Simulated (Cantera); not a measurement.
Charge: 1 mol HCl, 0.16 mol H2, 2 mol O2, held at 1.00 bar.

Equilibrium computed with Cantera from the NASA thermochemical tables; the gas is ideal and each condensed phase is pure. Candidate condensed phases: H2O; 14 gas species. The numbers say what is thermodynamically allowed, not how fast it happens.

At 2475 °C, list the 7 most abundant gas species with their mole fractions, and the condensed phases.

O2 0.522, HCl 0.155, Cl 0.147, H2O 0.100, OH 0.0368, O 0.0319, H 0.00337. Condensed: gas only.
